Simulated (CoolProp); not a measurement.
R1123 along the isobar 0.772 MPa: fugacity coefficient from the reference equation and from simpler models built on Tc = 331.7 K, pc = 4.549 MPa, ω = 0.243; each cubic takes its own stable root.

Values from CoolProp's reference Helmholtz-energy equation of state, Akasaka 2020.

```csv
T (K),phase,reference
317.3,gas,0.9319
335.5,gas,0.9435
353.8,gas,0.9529
372.1,gas,0.9605
390.3,gas,0.9667
408.6,gas,0.9719
426.8,gas,0.9762
445.1,gas,0.9799
```

**Question.** How far does each simpler model (van der Waals, Redlich-Kwong, Peng-Robinson) lie from the reference over these 8 states: mean and median of the absolute difference, and the worst?

**Answer.** 
- van der Waals: mean 0.5 %, median 0.3 %, worst +1.3 % at 317.3 K and 0.772 MPa
- Redlich-Kwong: mean 0.2 %, median 0.2 %, worst -0.4 % at 445.1 K and 0.772 MPa
- Peng-Robinson: mean 0.4 %, median 0.5 %, worst -0.5 % at 335.5 K and 0.772 MPa
